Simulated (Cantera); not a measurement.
Charge: 1 mol TiO2, 6.4 mol H2, 3.4 mol H2O, held at 1923 K and 0.00133 bar.

Method: chemical equilibrium by Gibbs-energy minimisation in Cantera with the NASA 1993 tables (ideal gas, pure condensed phases). Candidate condensed phases: H2O, Ti, TiO, TiO2, Ti2O3, Ti3O5, Ti4O7; 12 gas species. The numbers say what is thermodynamically allowed, not how fast it happens.

Base state: H2 0.636, H2O 0.342, H 0.0206, OH 0.000953, TiO2 3.75e-5, O 2.30e-5 (mole fractions); condensed: TiO2(rutile).

### Question
What changes in the equilibrium state with this change: pressure from 0.00133 bar to 0.00380 bar?

### Answer
```
species              before     after
-----------------  --------  --------
H2                    0.636     0.643
H2O                   0.342     0.344
H                    0.0206    0.0123
TiO2                3.75e-5   1.32e-5
O                   2.30e-5   8.03e-6
OH                 0.000953  0.000565
TiO2(rutile), mol     1.000     1.000
```
